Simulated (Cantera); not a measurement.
Mixture: 18.6 % CH₄, 0.874 % C₂H₆, 22.3 % O₂, 58.2 % N₂, equivalence ratio 1.8, at 7500 Torr, adiabatic and at constant pressure. Ignition delay is the time to a rise of 400 K.

Cantera simulation using GRI-Mech 3.0 (53 species, 325 reactions); the numbers are that mechanism's predictions, not measurements.

Task: At T0 = 1250 K, what is the delay, and which 8 reactions control it most (d ln τ / d ln k, from doubling and halving each rate constant)?

Result: The delay is 0.941 ms.
```csv
reaction,d ln τ / d ln k,faster rate
2 CH3 (+M) <=> C2H6 (+M),0.53,lengthens it
CH3 + HO2 <=> CH3O + OH,-0.53,shortens it
CH4 + OH <=> CH3 + H2O,0.42,lengthens it
CH4 + H <=> CH3 + H2,0.36,lengthens it
C2H6 + OH <=> C2H5 + H2O,-0.33,shortens it
C2H6 + CH3 <=> C2H5 + CH4,-0.28,shortens it
H + O2 <=> O + OH,-0.28,shortens it
2 HO2 <=> H2O2 + O2,0.22,lengthens it
```
